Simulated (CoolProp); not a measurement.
Methanol at 298.15 K and 0.7 MPa flows at 0.75 m/s in a round tube of 25 mm bore and 0.25 µm roughness, fully developed (64/Re and Nu = 3.66 if laminar; Colebrook and Gnielinski if turbulent). Each further row changes one setting.

The numbers come from the reference Helmholtz-energy equation of state, de Reuck 1993 in CoolProp.

```json
[
 {"case": "as stated", "Reynolds number": "27000", "Darcy friction factor": "___", "pressure drop (Pa/m)": "213", "heat-transfer coefficient (W/(m² K))": "1530", "mass flow (kg/h)": "1040"},
 {"case": "velocity 1.5 m/s", "Reynolds number": "54100", "Darcy friction factor": "0.0206", "pressure drop (Pa/m)": "___", "heat-transfer coefficient (W/(m² K))": "2810", "mass flow (kg/h)": "2090"},
 {"case": "diameter 50 mm", "Reynolds number": "54100", "Darcy friction factor": "0.0205", "pressure drop (Pa/m)": "91.0", "heat-transfer coefficient (W/(m² K))": "___", "mass flow (kg/h)": "___"}
]
```

Task: Fill in the missing entries.

Result: 
- as stated, Darcy friction factor: 0.0241
- velocity 1.5 m/s, pressure drop (Pa/m): 728
- diameter 50 mm, heat-transfer coefficient (W/(m² K)): 1400
- diameter 50 mm, mass flow (kg/h): 4170

Viscosity comes from a separate model (Xiang 2006). Thermal conductivity comes from a separate model (Sykioti 2013).
